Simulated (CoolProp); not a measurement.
The numbers come from the reference Helmholtz-energy equation of state, Lemmon 2022 in CoolProp.

Question: For R1234yf, give the phase and the speed of sound (m/s), expansivity (1/kK), viscosity (µPa s) at 291.5 K and 159 bar; 325.4 K and 159 bar; 359.2 K and 159 bar.

Answer: 
- 291.5 K and 159 bar: liquid; speed of sound 621, expansivity 2.13, viscosity 214
- 325.4 K and 159 bar: liquid; speed of sound 516, expansivity 2.48, viscosity 155
- 359.2 K and 159 bar: liquid; speed of sound 423, expansivity 2.97, viscosity 116

Viscosity comes from a separate model (Bell 2016), an estimate that may be off by 10 % or more.
